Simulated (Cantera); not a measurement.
A Cantera script and its output.

```python
import numpy as np
import cantera as ct

gas = ct.Solution("SiF4_NH3_mec.yaml", "gas")
gas.TPX = 1700, 3100, {'NH3': 1, 'H2': 0.91}
reactor = ct.IdealGasConstPressureReactor(gas, energy="off", clone=False)
net = ct.ReactorNet([reactor])
net.rtol, net.atol = 1e-08, 1e-18
show = ['NH3', 'H2', 'NH', 'N2H2', 'H', 'N2H4']
times = np.geomspace(3e-06, 2, 10)

steps = ct.SolutionArray(gas, extra=["t"])
rows = []
print(f"{'t/s':>10s}{'T/K':>9s}{'P/Pa':>11s}" + "".join(f"{s:>11s}" for s in show))
for t in times:
    while net.time < t:
        t_next = net.step()
        steps.append(gas.state, t=t_next)
    rows.append([np.interp(t, steps.t, y) for y in (steps.T, steps.P, *steps(*show).X.T)])
    print(f"{t:10.3e}{rows[-1][0]:9.1f}{rows[-1][1]:11.4g}" + "".join(f"{x:11.3e}" for x in rows[-1][2:]))
rate = np.gradient(steps.T, steps.t)
print("integrator steps:", len(steps.t))
if steps.T.max() > steps.T[0] + 200:
    print(f"time of steepest temperature rise: {steps.t[rate.argmax()]:.4e} s")
gas.TPX = 1700, 3100, {'NH3': 1, 'H2': 0.91}
gas.equilibrate("TP")
print(f"equilibrium (TP): T = {gas.T:.1f} K  " + "  ".join(f"{s} {gas[s].X[0]:.3e}" for s in show))
```

Result:

```
       t/s      T/K       P/Pa        NH3         H2         NH       N2H2          H       N2H4
 3.000e-06   1700.0       3100  5.236e-01  4.764e-01  6.126e-16  1.606e-17  9.375e-09  1.219e-18
 1.331e-05   1700.0       3100  5.236e-01  4.764e-01  4.373e-14  1.881e-15  3.207e-08  1.340e-16
 5.906e-05   1700.0       3100  5.236e-01  4.764e-01  2.309e-12  1.874e-13  1.202e-07  1.036e-14
 2.621e-04   1700.0       3100  5.236e-01  4.764e-01  7.385e-11  1.343e-11  5.100e-07  4.002e-13
 1.163e-03   1700.0       3100  5.236e-01  4.764e-01  1.651e-09  5.629e-10  2.239e-06  9.479e-12
 5.160e-03   1700.0       3100  5.235e-01  4.764e-01  3.315e-08  1.477e-08  9.887e-06  1.938e-10
 2.289e-02   1700.0       3100  5.233e-01  4.765e-01  5.832e-07  3.452e-07  4.182e-05  3.487e-09
 1.016e-01   1700.0       3100  5.215e-01  4.777e-01  1.745e-06  1.232e-06  7.348e-05  1.062e-08
 4.507e-01   1700.0       3100  5.121e-01  4.839e-01  1.741e-06  1.202e-06  7.498e-05  1.039e-08
 2.000e+00   1700.0       3100  4.736e-01  5.098e-01  1.705e-06  1.070e-06  8.110e-05  9.364e-09
integrator steps: 447
equilibrium (TP): T = 1700.0 K  NH3 3.484e-07  H2 8.275e-01  NH 4.466e-11  N2H2 1.434e-15  H 7.663e-04  N2H4 1.731e-19
```

Computed with Cantera and the gas-phase N/H chemistry of the illustrative SiF4/NH3 mechanism in the Surface Chemkin manual (1991). Walls and surfaces, which speed up NH3 decomposition in real reactors, are not modelled.
